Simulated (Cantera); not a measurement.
Charge: 1 mol CaCO₃, 4 mol H₂, 0.29 mol O₂, held at 1 atm.

Equilibrium computed with Cantera from the NASA thermochemical tables; the gas is ideal and each condensed phase is pure. Candidate condensed phases: C, C₆H₆, C₇H₈, C₈H₁₈, Ca, CaCO₃, CaO, Ca(OH)₂, H₂O; 115 gas species. Rates play no part. All values below are at 1175 K.

Base state: H₂ 0.539, H₂O 0.261, CO 0.145, CO₂ 0.0549, CH₄ 5.92e-5 (mole fractions); condensed: CaO(s).

**Question.** What changes in the equilibrium state with this change: CaCO₃ replaced by MgCO₃?

**Answer.** 
| species | before | after |
|---|---|---|
| H₂ | 0.539 | 0.539 |
| H₂O | 0.261 | 0.261 |
| CO | 0.145 | 0.145 |
| CH₄ | 5.92e-5 | 5.92e-5 |
| CO₂ | 0.0549 | 0.0549 |
| CaO(s), mol | 1.00 | 0 |
| MgO(s), mol | 0 | 1.00 |
Further candidate phases: Mg, MgCO₃, MgO, Mg(OH)₂.
